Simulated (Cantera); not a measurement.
Mixture: 4.28 % CH₄, 14.8 % O₂, 73.7 % N₂, 7.28 % H₂O, at 4.50 bar, adiabatic and at constant volume. Ignition delay is the time to a rise of 400 K.

Detailed kinetics in Cantera: GRI-Mech 3.0 (53 species, 325 reactions).

Question: Predict: delay at 1050 K; delay at 1150 K; delay at 1250 K; delay at 1350 K; delay at 1450 K; delay at 1550 K; apparent activation energy between 1350 and 1550 K.

Answer: 
| Property | Result |
|---|---|
| delay at 1050 K | 90.3 ms |
| delay at 1150 K | 21.6 ms |
| delay at 1250 K | 6.16 ms |
| delay at 1350 K | 1.96 ms |
| delay at 1450 K | 0.678 ms |
| delay at 1550 K | 0.253 ms |
| apparent activation energy between 1350 and 1550 K | 180 kJ/mol |
